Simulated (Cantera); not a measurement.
Source: NASA polynomial tables (part measured, part estimated), evaluated in Cantera. Values are per mole of reaction as written; species without (g) are pure solids or liquids, kept so even where they would boil at 1 bar.

SiH4(g) ⇌ 4 H(g) + Si(g)

```csv
T (K),ΔH° (kJ),ΔS° (J/K),ΔG° (kJ),log10 K
300,1287.8,422.6,1161.0,-202.15
523,1299.5,452.2,1063.0,-106.16
548,1300.6,454.2,1051.6,-100.24
573,…,…,…,…
598,1302.6,457.8,1028.8,-89.87
623,…,…,…,…
648,…,…,…,…
673,1305.3,462.1,994.3,-77.17
698,1306.1,463.3,982.8,-73.54
723,1306.9,464.4,971.2,-70.16
```

Question: Complete the blanks.

Answer: 
- 573, ΔH° (kJ): 1301.6
- 573, ΔS° (J/K): 456.1
- 573, ΔG° (kJ): 1040.3
- 573, log10 K: -94.83
- 623, ΔH° (kJ): 1303.5
- 623, ΔS° (J/K): 459.3
- 623, ΔG° (kJ): 1017.4
- 623, log10 K: -85.30
- 648, ΔH° (kJ): 1304.4
- 648, ΔS° (J/K): 460.7
- 648, ΔG° (kJ): 1005.9
- 648, log10 K: -81.08
